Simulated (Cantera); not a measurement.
A closed system holds: 1 mol S, 4.5 mol O₂, 0.16 mol H₂, held at 1.33 mbar.

Cantera equilibrium calculation (NASA polynomials, part measured and part estimated; ideal gas, pure solids and liquids). Candidate condensed phases: H₂O, H₂SO₄, S; 19 gas species. Rates play no part. All values below are at 2250 K.

Base state: O₂ 0.666, SO₂ 0.199, O 0.0824, H₂O 0.0194, OH 0.0187, SO 0.00742, H 0.00646, H₂ 0.00101 (mole fractions); condensed: gas only.

Problem. What changes in the equilibrium state with this change: S replaced by H₂S?

Solution. 
```
species   before    after
-------  -------  -------
O₂         0.666    0.499
SO₂        0.199    0.175
H₂O       0.0194    0.166
OH        0.0187   0.0508
H        0.00646   0.0203
O         0.0824   0.0714
H₂       0.00101  0.00998
SO₃      1.79e-5  1.36e-5
S        7.92e-5  9.30e-5
SO       0.00742  0.00755
```
